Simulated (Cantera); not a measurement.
Cantera run:

```python
import numpy as np
import cantera as ct

gas_names = [...]  # 77 gases of nasa_gas.yaml made of C, H, Ti
cond_names = """
    C(gr) C6H6(L) C7H8(L) C8H18(L),n-octa Ti(a) Ti(b) Ti(L) TiC(s) TiC(L)
""".split()


# ... load() reads the species with a 1 bar reference pressure and builds the phases ...
atoms = {
    'Ti': {'Ti': 1},
    'CH4': {'C': 1, 'H': 4},
}
top_T = {'C(gr)': 4500}  # K; cautious upper limits of use, not melting points


# ... equilibrate(T, P, feed) seeds the gas with the atoms and calls Mixture.equilibrate('TP', solver="vcs", rtol=1e-11, max_steps=5000) ...
results = []
T = 1050  # K
P = 1200  # Pa
for m in [0.14, 0.5, 0.87, 1.2, 1.6, 2, 2.3, 2.7, 3.1, 3.4]:
    feed = {'Ti': 1, 'CH4': m}  # mol
    mix = equilibrate(T, P, feed)
    results.append((T, P, feed, dict(zip(mix.species_names, mix.species_moles))))

top = {s: max(r[3][s] / sum(r[3][g] for g in gas_names) for r in results) for s in gas_names}
cols = sorted((s for s in top if top[s] > 0.0001), key=lambda s: -top[s])[:7]
seen = [c for c in cond_names if any(r[3].get(c, 0) > 1e-12 for r in results)]
print("log10 of partial pressures in bar; condensed amounts in mol")
print(f"{'n(CH4)':>10s}" + "".join(f"{s[:9]:>10s}" for s in cols + seen))
for T, P, feed, n in results:
    ng = sum(n[g] for g in gas_names)
    print(f"{feed['CH4']:10.4g}" + "".join(f"{np.log10(max(n[s] / ng * P / 1e5, 1e-99)):10.3f}" for s in cols)
          + "".join(f"{n.get(c, 0):10.4g}" for c in seen))
```

Output:

```
log10 of partial pressures in bar; condensed amounts in mol
    n(CH4)        H2       CH4     C(gr)     Ti(a)    TiC(s)
      0.14    -1.921   -13.652         0      0.86      0.14
       0.5    -1.921   -13.652         0       0.5       0.5
      0.87    -1.921   -13.652         0      0.13      0.87
       1.2    -1.921    -5.084    0.1984         0         1
       1.6    -1.921    -5.084    0.5978         0         1
         2    -1.921    -5.084    0.9973         0         1
       2.3    -1.921    -5.084     1.297         0         1
       2.7    -1.921    -5.084     1.696         0         1
       3.1    -1.921    -5.084     2.096         0         1
       3.4    -1.921    -5.084     2.395         0         1
```

Cantera equilibrium calculation (NASA polynomials, part measured and part estimated; ideal gas, pure solids and liquids). Mutual solubility and eutectic melting of coexisting phases are not modelled. TiC: taken at fixed stoichiometry. Condensed phases not in the tables: N, O or C dissolved in the metal.
